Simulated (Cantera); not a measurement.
Cantera run, input and output.

```python
import numpy as np
import cantera as ct

gas = ct.Solution("gri30.yaml")
gas.TPX = 1900, 1100, {'CH4': 0.02, 'H2': 1, 'H': 0.053}
reactor = ct.IdealGasConstPressureReactor(gas, energy="off", clone=False)
net = ct.ReactorNet([reactor])
net.rtol, net.atol = 1e-08, 1e-18
show = ['CH4', 'H2', 'H', 'CH2', 'C2H2', 'C2H', 'C2H4']
times = np.geomspace(0.0004, 100, 13)

steps = ct.SolutionArray(gas, extra=["t"])
rows = []
print(f"{'t/s':>10s}{'T/K':>9s}{'P/Pa':>11s}" + "".join(f"{s:>11s}" for s in show))
for t in times:
    while net.time < t:
        t_next = net.step()
        steps.append(gas.state, t=t_next)
    rows.append([np.interp(t, steps.t, y) for y in (steps.T, steps.P, *steps(*show).X.T)])
    print(f"{t:10.3e}{rows[-1][0]:9.1f}{rows[-1][1]:11.4g}" + "".join(f"{x:11.3e}" for x in rows[-1][2:]))
rate = np.gradient(steps.T, steps.t)
print("integrator steps:", len(steps.t))
if steps.T.max() > steps.T[0] + 200:
    print(f"time of steepest temperature rise: {steps.t[rate.argmax()]:.4e} s")
gas.TPX = 1900, 1100, {'CH4': 0.02, 'H2': 1, 'H': 0.053}
gas.equilibrate("TP")
print(f"equilibrium (TP): T = {gas.T:.1f} K  " + "  ".join(f"{s} {gas[s].X[0]:.3e}" for s in show))
```

It prints:

```
       t/s      T/K       P/Pa        CH4         H2          H        CH2       C2H2        C2H       C2H4
 4.000e-04   1900.0       1100  8.353e-03  9.477e-01  3.569e-02  1.024e-04  1.771e-03  8.808e-07  1.836e-04
 1.127e-03   1900.0       1100  6.465e-03  9.548e-01  3.059e-02  7.555e-05  3.867e-03  1.621e-06  1.072e-04
 3.175e-03   1900.0       1100  4.267e-03  9.623e-01  2.514e-02  4.486e-05  5.993e-03  2.045e-06  4.328e-05
 8.944e-03   1900.0       1100  2.483e-03  9.680e-01  2.086e-02  2.211e-05  7.504e-03  2.111e-06  1.325e-05
 2.520e-02   1900.0       1100  1.336e-03  9.720e-01  1.782e-02  9.736e-06  8.384e-03  2.007e-06  3.850e-06
 7.099e-02   1900.0       1100  6.894e-04  9.747e-01  1.549e-02  4.005e-06  8.852e-03  1.835e-06  1.536e-06
 2.000e-01   1900.0       1100  3.537e-04  9.771e-01  1.334e-02  1.559e-06  9.089e-03  1.619e-06  1.080e-06
 5.635e-01   1900.0       1100  1.889e-04  9.795e-01  1.105e-02  5.761e-07  9.208e-03  1.356e-06  1.059e-06
 1.587e+00   1900.0       1100  1.081e-04  9.817e-01  8.861e-03  2.121e-07  9.270e-03  1.092e-06  1.142e-06
 4.472e+00   1900.0       1100  6.343e-05  9.829e-01  7.691e-03  9.382e-08  9.302e-03  9.500e-07  1.207e-06
 1.260e+01   1900.0       1100  3.762e-05  9.831e-01  7.555e-03  5.374e-08  9.317e-03  9.346e-07  1.216e-06
 3.550e+01   1900.0       1100  2.990e-05  9.831e-01  7.557e-03  4.274e-08  9.322e-03  9.352e-07  1.216e-06
 1.000e+02   1900.0       1100  2.958e-05  9.831e-01  7.557e-03  4.230e-08  9.322e-03  9.352e-07  1.216e-06
integrator steps: 1366
equilibrium (TP): T = 1900.0 K  CH4 2.960e-05  H2 9.831e-01  H 7.557e-03  CH2 4.232e-08  C2H2 9.322e-03  C2H 9.352e-07  C2H4 1.216e-06
```

Model: GRI-Mech 3.0 (53 species, 325 reactions), integrated in Cantera. GRI-Mech 3.0 stops at C3 and has no aromatics, soot or wall deposition, so with more carbon than oxygen in the feed, carbon stays in small species such as C2H2 where larger ones or solid carbon would form. Radical loss at walls, strong at low pressure, is not modelled.
